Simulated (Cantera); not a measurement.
Input: 1 mol Si(CH3)4, 1.5 mol C2H4, 420 mol H2, 0.024 mol CO2, held at 0.00190 bar.

Equilibrium computed with Cantera from the NASA thermochemical tables; the gas is ideal and each condensed phase is pure. Candidate condensed phases: C, C6H6, C7H8, C8H18, H2O, Si, SiC, SiO2; 123 gas species. Kinetics and transport are ignored.

Q: What share of the Si ends up in condensed phases as a function of T (K), at 1575, 1675, 1775, 1875, 1975, 2075, 2175, 2275, 2375, 2475, 2575?

A: 
```tsv
T (K)	Si condensed (%)	as
1575	100.0	SiC(s)
1675	99.8	SiC(s)
1775	98.8	SiC(s)
1875	92.3	SiC(s)
1975	58.3	SiC(s)
2075	0.0	-
2175	0.0	-
2275	0.0	-
2375	0.0	-
2475	0.0	-
2575	0.0	-
```
